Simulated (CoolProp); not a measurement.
Values from CoolProp's reference Helmholtz-energy equation of state, Platzer 1990. This equation is an older, rougher fit; its heat capacities, sound speeds and derivatives of the liquid may be far off and weren't checked against measurements.

Problem. Give the vapour pressure (bar), liquid density (kg/m³), enthalpy of vaporisation (kJ/kg), vapour Z of saturated R13 at 163.3, 171.8, 188.8 K.

Solution. 
```tsv
T (K)	p (bar)	liquid density (kg/m³)	enthalpy of vaporisation (kJ/kg)	vapour Z
163.3	0.163	1620	162	0.989
171.8	0.303	1590	158	0.983
188.8	0.864	1530	151	0.963
```
